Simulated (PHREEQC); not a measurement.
## Buffer: an equilibrium model

Consider water at 11 °C with 2.1 mmol/kgw KHCO3 and 24 mmol/kgw NH3. Closed to the air; pH follows from the charge balance.

Computed with PHREEQC (ion-association model, wateq4f.dat).

Each row changes one thing in this solution. Precipitation was switched off in this run.

```
case                                              pH  ionic strength (mol/kgw)  CO3-2 (mol/kgw)  HCO3- (mol/kgw)  CO2 (mol/kgw)
---------------------------------------------  -----  ------------------------  ---------------  ---------------  -------------
as made                                        10.83                   0.00543          0.00155         0.000552        2.17e-8
temperature from 11 to 55 °C                    9.75                   0.00391              [?]          0.00141            [?]
diluted 10-fold with water                     10.62                  0.000599         0.000126          8.38e-5        5.59e-9
KHCO3 replaced by Cs2CO3 at the same molality  11.35                   0.00667          0.00190         0.000200        2.37e-9
NH3 left out                                     [?]                   0.00212          2.06e-5          0.00206        2.15e-5
NH3 from 0.024 to 0.0264 mol/kgw               10.86                   0.00551          0.00158         0.000522        1.91e-8
```

Problem. Some entries are withheld; supply them.

Solution. 
- temperature from 11 to 55 °C, CO3-2 (mol/kgw): 0.000688
- temperature from 11 to 55 °C, CO2 (mol/kgw): 4.49e-7
- NH3 left out, pH: 8.41

Species that the database lacks are ignored. At this temperature some constants are extrapolated from 25 °C, and those without enthalpy data are left unchanged.
